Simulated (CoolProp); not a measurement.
Fluoroethane (R161) at 406.61 K and 5 MPa is throttled through a valve to 0.381 MPa with no heat exchange. Each further row changes one setting.

Values from CoolProp's reference Helmholtz-energy equation of state, Wu 2012.

```
case                       temperature change (K)  final density (kg/m³)
-------------------------  ----------------------  ---------------------
as stated                                   -51.6                   6.42
outlet pressure 0.114 MPa                   -55.0                   1.89
outlet pressure 0.495 MPa                   -50.2                   8.39
```
